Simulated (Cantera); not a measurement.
A Cantera script and what it prints.

```python
import numpy as np
import cantera as ct

gas_names = [...]  # 151 gases of nasa_gas.yaml made of C, H, N, O, Si
cond_names = """
    C(gr) C6H6(L) C7H8(L) C8H18(L),n-octa H2O(s) H2O(L) Si(cr) Si(L) SiC(b) SiO2(Lqz) SiO2(hqz) SiO2(L)
    Si2N2O(s) Si3N4(a)
""".split()


# ... load() reads the species with a 1 bar reference pressure and builds the phases ...
atoms = {
    'SiC': {'Si': 1, 'C': 1},
    'H2O': {'H': 2, 'O': 1},
    'N2': {'N': 2},
}
top_T = {'C(gr)': 4500, 'SiC(b)': 3050, 'Si2N2O(s)': 2100, 'Si3N4(a)': 2400}  # K; cautious upper limits of use, not melting points


# ... equilibrate(T, P, feed) seeds the gas with the atoms and calls Mixture.equilibrate('TP', solver="vcs", rtol=1e-11, max_steps=5000) ...
results = []
feed = {'SiC': 1, 'H2O': 0.04, 'N2': 18}  # mol
P = 100000  # Pa
for T in [1050, 1125, 1200, 1275, 1350, 1425, 1500, 1575, 1650, 1725, 1800, 1875, 1950]:
    mix = equilibrate(T, P, feed)
    results.append((T, P, feed, dict(zip(mix.species_names, mix.species_moles))))

top = {s: max(r[3][s] / sum(r[3][g] for g in gas_names) for r in results) for s in gas_names}
cols = sorted((s for s in top if top[s] > 1e-05), key=lambda s: -top[s])[:6]
seen = [c for c in cond_names if any(r[3].get(c, 0) > 1e-12 for r in results)]
print("log10 of partial pressures in bar; condensed amounts in mol")
print(f"{'T/K':>10s}" + "".join(f"{s[:9]:>10s}" for s in cols + seen))
for T, P, feed, n in results:
    ng = sum(n[g] for g in gas_names)
    print(f"{T:10.4g}" + "".join(f"{np.log10(max(n[s] / ng * P / 1e5, 1e-99)):10.3f}" for s in cols)
          + "".join(f"{n.get(c, 0):10.4g}" for c in seen))
```

It prints:

```
log10 of partial pressures in bar; condensed amounts in mol
       T/K        N2        H2        CO       SiO       HCN         H     C(gr)    SiC(b) Si2N2O(s)  Si3N4(a)
      1050    -0.001    -2.638    -8.961   -16.193    -6.273    -9.410         1         0      0.04    0.3067
      1125    -0.001    -2.638    -7.865   -14.252    -5.833    -8.671         1         0      0.04    0.3067
      1200    -0.001    -2.639    -6.908   -12.557    -5.447    -8.024    0.9999         0      0.04    0.3067
      1275    -0.001    -2.639    -6.065   -11.066    -5.108    -7.452    0.9998         0   0.03999    0.3067
      1350    -0.001    -2.640    -5.318    -9.744    -4.807    -6.943    0.9996         0   0.03992    0.3067
      1425    -0.001    -2.641    -4.651    -8.563    -4.539    -6.487    0.9991         0   0.03961    0.3069
      1500    -0.001    -2.643    -4.051    -7.504    -4.298    -6.076    0.9976         0   0.03845    0.3077
      1575    -0.001    -2.647    -3.510    -6.547    -4.081    -5.705    0.9932         0   0.03462    0.3103
      1650    -0.001    -2.652    -3.019    -5.680    -3.885    -5.368     0.981         0   0.02332    0.3178
      1725    -0.002    -2.674    -2.657    -4.940    -3.750    -5.068         0    0.9569         0    0.0143
      1800    -0.002    -2.673    -2.662    -4.419    -3.799    -4.782         0    0.9577         0   0.01387
      1875    -0.002    -2.673    -2.677    -3.950    -3.843    -4.520         0    0.9593         0   0.01288
      1950    -0.002    -2.674    -2.715    -3.543    -3.884    -4.278         0    0.9627         0   0.01068
```

Equilibrium computed with Cantera from the NASA thermochemical tables; the gas is ideal and each condensed phase is pure. N2 is the only nitrogen source here; it is nearly inert below about 1500 K, so the nitride shown seldom forms there in practice. Mutual solubility and eutectic melting of coexisting phases are not modelled.
